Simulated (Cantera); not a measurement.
Charge: 1 mol SiCl4, 0.056 mol O2, 5.2 mol N2, held at 1425 °C and 0.570 bar.

Method: chemical equilibrium by Gibbs-energy minimisation in Cantera with the NASA 1993 tables (ideal gas, pure condensed phases). Candidate condensed phases: Si, SiO2, Si2N2O, Si3N4; 23 gas species. The tables' values for SiCl3 are old estimates; treat these amounts as uncertain. The tables hold silica as quartz up to 1696 K and as liquid above; real silica turns to tridymite and cristobalite and melts near 1996 K. Rates play no part.

Base state: N2 0.822, SiCl4 0.148, Cl 0.0216, Cl2 0.00734, SiCl3 0.000844 (mole fractions); condensed: SiO2(condensed).

**Question.** What changes in the equilibrium state with this change: temperature from 1425 °C to 1502 °C?

**Answer.** 
```csv
species,before,after
N2,0.822,0.819
SiCl4,0.148,0.146
Cl,0.0216,0.0270
Cl2,0.00734,0.00529
SiCl2,9.49e-6,5.66e-5
SiCl3,0.000844,0.00221
"SiO2(condensed), mol",0.0560,0.0560
```

**Question.** What changes in the equilibrium state with this change: temperature from 1425 °C to 1127 °C?

**Answer.** 
```
species                 before    after
--------------------  --------  -------
N2                       0.822    0.829
SiCl4                    0.148    0.151
Cl2                    0.00734   0.0155
Cl                      0.0216  0.00469
SiCl3                 0.000844  1.07e-5
SiO2(condensed), mol    0.0560        0
SiO2(β-quartz), mol          0   0.0560
```
